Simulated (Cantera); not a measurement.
Charge: 1 mol SiC, 0.6 mol H2O, 27 mol H2, equilibrated at 1.00 Torr.

Cantera equilibrium calculation (NASA polynomials, part measured and part estimated; ideal gas, pure solids and liquids). Candidate condensed phases: C, C6H6, C7H8, C8H18, H2O, Si, SiC, SiO2; 123 gas species. Mutual solubility and eutectic melting of coexisting phases are not modelled. The tables hold silica as quartz up to 1696 K and as liquid above; real silica turns to tridymite and cristobalite and melts near 1996 K. The numbers say what is thermodynamically allowed, not how fast it happens.

### Question
At 1150 K, list the 3 most abundant gas species with their mole fractions, and the condensed phases.

### Answer
H2 0.993, CO 0.00718, CH4 2.32e-5. Condensed: SiC(s) + SiO2(β-quartz).
